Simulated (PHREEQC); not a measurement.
PHREEQC input (ion-association model, wateq4f.dat):

```
SOLUTION_SPECIES
  2 NO3- + 12 H+ + 10 e- = N2 + 6 H2O  # shut off: nitrate stays nitrate
    -log_k -100
    -delta_h 0
    -analytic -100
SOLUTION 1
  temp 25
  units mol/kgw
  pH 7 charge
  S(6) 0.137
  Zn 0.12
  Na 0.034
SOLUTION 2
  temp 25
  units mol/kgw
  pH 7 charge
  N(5) 0.06
  Ni 0.03031
  S(6) 0.0014
  Na 0.0028
  Cl 0.00062
END
SELECTED_OUTPUT 1
  -reset false
  -pH true
  -pe true
  -ionic_strength true
  -water true
  -totals Cl N Na Ni S Zn N(5) N(3) N(0) N(-3)
    S(-2) S(6)
  -molalities H+ Cl- NO3- Na+ Ni+2 SO4-2 Zn+2 NH3 NaSO4- HSO4-
    H2S HS- S-2 O2 NH4+ NH4SO4- OH- ZnCl+ ZnCl2 ZnCl3-
    ZnCl4-2 ZnOH+ Zn(OH)2 Zn(OH)3- Zn(OH)4-2 ZnOHCl Zn(HS)2 Zn(HS)3- ZnSO4 Zn(SO4)2-2
    NO2- NiCl+ NiOH+ Ni(OH)2 Ni(OH)3- NiSO4 NiCl2 Ni(SO4)2-2
  -equilibrium_phases Zn(OH)2-e Zn4(OH)6SO4 Zn5(OH)8Cl2 Ni(OH)2 Ni4(OH)6SO4 Halite Mirabilite Goslarite Morenosite
PRINT
  -reset false
MIX 1
  1 1
  2 0
EQUILIBRIUM_PHASES 1
  Zn(OH)2-e 0 0
  Zn4(OH)6SO4 0 0
  Zn5(OH)8Cl2 0 0
  Ni(OH)2 0 0
  Ni4(OH)6SO4 0 0
  Halite 0 0
  Mirabilite 0 0
  Goslarite 0 0
  Morenosite 0 0
  O2(g) -0.68 10
END
# ... the last block is repeated for the other 10 points of share of solution B
```

Selected output (columns that matter, 9 of 11 rows; share of solution B added in front):

```
share of solution B	pH	mu	Cl	N	Na	Ni	S	Zn	m_H+	m_Cl-	m_NO3-	m_Na+	m_Ni+2	m_SO4-2
0	5.5523	0.26214	0	0	0.034	0	0.137	0.12	3.5614e-06	0	0	0.031878	0	0.050211
0.1	5.5572	0.24561	6.2e-05	0.006	0.03088	0.003031	0.12344	0.108	3.5102e-06	5.949e-05	0.006	0.029046	0.0017893	0.046525
0.2	5.5626	0.22906	0.000124	0.012	0.02776	0.006062	0.10988	0.096	3.455e-06	0.00011913	0.012	0.026204	0.0036422	0.042683
0.4	5.5756	0.19583	0.000248	0.024	0.02152	0.012124	0.08276	0.072	3.3276e-06	0.00023888	0.024	0.020483	0.0076212	0.034414
0.5	5.5839	0.17913	0.00031	0.03	0.0184	0.015155	0.0692	0.06	3.2509e-06	0.00029901	0.03	0.017601	0.0098191	0.029904
0.6	5.5943	0.16233	0.000372	0.036	0.01528	0.018186	0.05564	0.048	3.1587e-06	0.00035933	0.036	0.014701	0.012243	0.025071
0.8	5.6323	0.12827	0.000496	0.048	0.00904	0.024248	0.02852	0.024	2.8606e-06	0.00048059	0.048	0.0088274	0.018389	0.01412
0.9	5.6828	0.1108	0.000558	0.054	0.00592	0.027279	0.01496	0.012	2.528e-06	0.00054164	0.054	0.0058384	0.022855	0.0077933
1	5.8972	0.092564	0.00062	0.06	0.0028	0.03031	0.0014	0	1.5294e-06	0.00060318	0.06	0.0027959	0.029661	0.00076511
```
